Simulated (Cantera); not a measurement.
What does this Cantera script print?

```python
import numpy as np
import cantera as ct

gas_names = """
    CO2 TaO2 N NO
""".split()
cond_names = """
    TaC(s) TaC(L)
""".split()


def load(file, names, dense=False):
    # The tables refer to 1 bar. Condensed volumes are neglected.
    table = {s.name: s for s in ct.Species.list_from_file(file)}
    out = []
    for n in names:
        d = dict(table[n].input_data)
        d["thermo"] = dict(d["thermo"], **{"reference-pressure": 1e5})
        if dense:
            d["equation-of-state"] = {"model": "constant-volume", "density": "1e6 g/cm^3"}
        out.append(ct.Species.from_dict(d))
    return out


species = {s.name: s for s in load("nasa_gas.yaml", gas_names) + load("nasa_condensed.yaml", cond_names)}
# Each term lists the table entries of one substance; the one whose range holds T is used.
reactions = {
    'CO2(g) + TaO2(g) + 4 N(g) = TaC + 4 NO(g)':
        [(-1, ['CO2']), (-1, ['TaO2']), (-4, ['N']), (1, ['TaC(s)', 'TaC(L)']), (4, ['NO'])],
}


def pick(names, T):
    return next(species[n] for n in names if species[n].thermo.min_temp <= T <= species[n].thermo.max_temp)


results = []
for label, terms in reactions.items():
    print(label)
    print("     T/K   dH/kJ  dS/(J/K)   dG/kJ   log10 K")
    for T in [300, 725, 825, 925, 1025, 1125, 1225, 1325, 1425]:
        used = [(nu, pick(names, T)) for nu, names in terms]
        dH = sum(nu * s.thermo.h(T) for nu, s in used) / 1e6
        dS = sum(nu * s.thermo.s(T) for nu, s in used) / 1e3
        dG = dH - T * dS / 1e3
        logK = -dG * 1e6 / (ct.gas_constant * T * np.log(10))
        results.append((label, T, dH, dS, dG, logK, [s.name for _, s in used]))
        print(f"{T:8g} {dH:8.1f} {dS:8.1f} {dG:8.1f} {logK:8.2f}")
```

Result:

```
CO2(g) + TaO2(g) + 4 N(g) = TaC + 4 NO(g)
     T/K   dH/kJ  dS/(J/K)   dG/kJ   log10 K
     300  -1075.4   -221.9  -1008.8   175.65
     725  -1080.0   -231.3   -912.3    65.73
     825  -1080.9   -232.6   -889.1    56.29
     925  -1081.7   -233.5   -865.8    48.89
    1025  -1082.4   -234.1   -842.4    42.93
    1125  -1082.9   -234.6   -818.9    38.02
    1225  -1083.3   -235.0   -795.5    33.92
    1325  -1083.6   -235.2   -772.0    30.43
    1425  -1083.8   -235.3   -748.4    27.43
```

Standard-state values (1 bar) from the NASA 1993 polynomials, evaluated with Cantera. TaC: taken at fixed stoichiometry. Condensed species are held in their standard states even where they would react or evaporate.
